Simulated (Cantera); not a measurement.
What does this Cantera script print?

```python
import numpy as np
import cantera as ct

gas_names = [...]  # 58 gases of nasa_gas.yaml made of F, H, N, O, Si
cond_names = """
    H2O(s) H2O(L) Si(cr) Si(L) SiO2(Lqz) SiO2(hqz) SiO2(L) Si2N2O(s) Si3N4(a)
""".split()


# ... load() reads the species with a 1 bar reference pressure and builds the phases ...
atoms = {
    'Si3N4': {'Si': 3, 'N': 4},
    'H2O': {'H': 2, 'O': 1},
    'N2': {'N': 2},
    'HF': {'H': 1, 'F': 1},
}
top_T = {'Si2N2O(s)': 2100, 'Si3N4(a)': 2400}  # K; cautious upper limits of use, not melting points


# ... equilibrate(T, P, feed) seeds the gas with the atoms and calls Mixture.equilibrate('TP', solver="vcs", rtol=1e-11, max_steps=5000) ...
results = []
feed = {'Si3N4': 1, 'H2O': 2.9, 'N2': 2.3, 'HF': 6.9}  # mol
T = 1373.15  # K
P = 87000  # Pa
mix = equilibrate(T, P, feed)
results.append((T, P, feed, dict(zip(mix.species_names, mix.species_moles))))
x = sorted(zip(gas.X, gas.species_names), reverse=True)
print(f"T = {T:g} K  P = {P:g} Pa  gas = {mix.phase_moles(0):.4g} mol")
print("   x: " + "  ".join(f"{s} {v:.3e}" for v, s in x if v > 0.001))
print("   condensed (mol): " + ("  ".join(f"{mix.phase(i).name} {mix.phase_moles(i):.4g}"
      for i in range(1, mix.n_phases) if mix.phase_moles(i) > 1e-12) or "none"))
```

Result:

```
T = 1373.15 K  P = 87000 Pa  gas = 12.53 mol
   x: H2 4.784e-01  N2 3.430e-01  SiF4 1.246e-01  HF 5.115e-02  H2O 2.501e-03
   condensed (mol): SiO2(hqz) 1.434
```

These are equilibrium values from Cantera (NASA tables, ideal gas, pure condensed phases), not measurements of a reactor. The tables' values for SiF3 are old estimates; treat these amounts as uncertain. The tables hold silica as quartz up to 1696 K and as liquid above; real silica turns to tridymite and cristobalite and melts near 1996 K.
